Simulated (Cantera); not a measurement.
Input: 1 mol Fe(CO)₅, a varied amount of N₂, held at 69.0 Torr.

Cantera equilibrium calculation (NASA polynomials, part measured and part estimated; ideal gas, pure solids and liquids). Candidate condensed phases: C, Fe, Fe(CO)₅, FeO, Fe₂O₃, Fe₃O₄; 27 gas species. Iron dissolves carbon and melts from about 1420 K in contact with it, which pure phases cannot show. Condensed phases not in the tables: cementite and carbon dissolved in iron. Equilibrium is a limit: real reactors are often held back by kinetics, nucleation or transport.

**Question.** What condenses at these points (T in °C, n(N₂) in mol): (1127, 2.9); (1077, 2.1); (1127, 4); (1152, 4); (1127, 15)?

**Answer.** 
```
T (°C)  n(N₂) in mol  condensed phases  Fe condensed (%)
------  ------------  ----------------  ----------------
1127             2.9                Fe             100.0
1077             2.1            C + Fe             100.0
1127               4                Fe             100.0
1152               4                Fe             100.0
1127              15                Fe             100.0
```
